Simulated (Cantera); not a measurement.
Input: 1 mol AlCl3, 7.6 mol NH3, 100 mol N2, equilibrated at 2148.15 K and 0.00133 bar.

Method: chemical equilibrium by Gibbs-energy minimisation in Cantera with the NASA 1993 tables (ideal gas, pure condensed phases). Candidate condensed phases: Al, AlCl3, AlN, NH4Cl; 20 gas species. The tables' values for AlCl2 are old estimates; treat these amounts as uncertain. The numbers say what is thermodynamically allowed, not how fast it happens.

Base state: N2 0.870, H2 0.0735, H 0.0310, HCl 0.0131, AlCl 0.00790, Cl 0.00405, Al 0.000449, AlCl2 3.42e-5 (mole fractions); condensed: gas only.

Problem. What changes in the equilibrium state with this change: pressure from 0.00133 bar to 0.000620 bar?

Solution. 
```json
[
 {"species": "N2", "before": "0.870", "after": "0.864"},
 {"species": "H2", "before": "0.0735", "after": "0.0673"},
 {"species": "H", "before": "0.0310", "after": "0.0434"},
 {"species": "HCl", "before": "0.0131", "after": "0.0117"},
 {"species": "AlCl", "before": "0.00790", "after": "0.00762"},
 {"species": "AlCl2", "before": "3.42e-5", "after": "2.11e-5"},
 {"species": "Al", "before": "0.000449", "after": "0.000679"},
 {"species": "Cl", "before": "0.00405", "after": "0.00555"}
]
```

Problem. What changes in the equilibrium state with this change: pressure from 0.00133 bar to 0.000370 bar?

Solution. 
| species | before | after |
|---|---|---|
| N2 | 0.870 | 0.858 |
| H2 | 0.0735 | 0.0620 |
| H | 0.0310 | 0.0540 |
| HCl | 0.0131 | 0.0106 |
| AlCl | 0.00790 | 0.00735 |
| AlCl2 | 3.42e-5 | 1.48e-5 |
| Al | 0.000449 | 0.000899 |
| Cl | 0.00405 | 0.00678 |

Problem. What changes in the equilibrium state with this change: pressure from 0.00133 bar to 0.0133 bar?

Solution. 
```
species    before     after
-------  --------  --------
N2          0.870     0.880
H2         0.0735    0.0837
HCl        0.0131    0.0155
H          0.0310    0.0105
AlCl      0.00790   0.00822
AlCl2     3.42e-5  0.000125
Al       0.000449  0.000133
Cl        0.00405   0.00142
```
